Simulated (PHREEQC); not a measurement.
1 kg of water holding 42 mmol/kgw NaCl and 6.4 mmol/kgw NaHCO3 is evaporated at 5 °C; the solids stay in contact with the brine. CO2 is held at log p = -3.4 (atm). Only these solids could form: Halite, Nahcolite, Natron, Trona.

The series has 28 steps of water left (kg), from 1 to 0.005063.

Model: Pitzer model, pitzer.dat, run in PHREEQC.

Task: Which solids form, in which order, and at which step of the series does each first stand?

Result: Halite from water left = 0.006143 kg (pH 9.66).

Complexes and solids missing from the database can't appear. Away from 25 °C the constants follow the database's enthalpies or fits; those with neither stay at their 25 °C values.
